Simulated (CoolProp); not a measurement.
The numbers come from the reference Helmholtz-energy equation of state, Lemmon 2016 in CoolProp.

### Question
Give the vapour pressure (MPa), liquid density (kg/m³), liquid conductivity (mW/(m K)) of saturated R227EA at 180.7, 216.2, 220.6 K.

### Answer
| T (K) | p (MPa) | liquid density (kg/m³) | liquid conductivity (mW/(m K)) |
|---|---|---|---|
| 180.7 | 0.000645 | 1780 | 86.9 |
| 216.2 | 0.0117 | 1680 | 79.9 |
| 220.6 | 0.0155 | 1660 | 78.9 |

Thermal conductivity comes from a separate model (Huber 2003), an estimate that may be off by 10 % or more.
